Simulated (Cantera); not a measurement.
# Si + NF₃ + H₂ (silicon etching in halogen gases)

Input: 1 mol Si, 0.57 mol NF₃, 81 mol H₂, at 3.00 Torr.

Equilibrium computed with Cantera from the NASA thermochemical tables; the gas is ideal and each condensed phase is pure. Candidate condensed phases: Si, Si₃N₄; 37 gas species. Mutual solubility and eutectic melting of coexisting phases are not modelled. The tables' values for SiF₃, SiF₂ are old estimates; treat these amounts as uncertain. Rates play no part.

From 798 K to 1398 K the condensed part is Si(s) + Si₃N₄(s). The main Si-bearing gas is SiF₄ throughout. The share of Si in condensed phases is highest at 798 K (56.4 %) and lowest at 1398 K (51.5 %).

| T (K) | log p H₂ | log p SiF₄ | log p SiF₃ | log p HF | log p N₂ | log p SiF₂ | n Si(s) | n Si₃N₄(s) |
|---|---|---|---|---|---|---|---|---|
| 798 | -2.40 | -4.70 | -8.37 | -8.76 | <-14 | -11.28 | 0.136 | 0.142 |
| 873 | -2.40 | -4.71 | -7.67 | -8.03 | -13.62 | -10.07 | 0.136 | 0.142 |
| 948 | -2.40 | -4.71 | -7.09 | -7.42 | -11.86 | -9.05 | 0.135 | 0.142 |
| 1023 | -2.40 | -4.71 | -6.59 | -6.90 | -10.35 | -8.18 | 0.134 | 0.142 |
| 1098 | -2.40 | -4.72 | -6.17 | -6.45 | -9.05 | -7.44 | 0.132 | 0.142 |
| 1173 | -2.40 | -4.74 | -5.81 | -6.06 | -7.92 | -6.80 | 0.129 | 0.142 |
| 1248 | -2.40 | -4.78 | -5.51 | -5.73 | -6.92 | -6.25 | 0.126 | 0.141 |
| 1323 | -2.40 | -4.86 | -5.27 | -5.44 | -6.04 | -5.78 | 0.137 | 0.133 |
| 1398 | -2.40 | -4.99 | -5.11 | -5.20 | -5.26 | -5.39 | 0.255 | 0.0866 |
log p: log10 of the partial pressure in bar; n: condensed amount in mol.
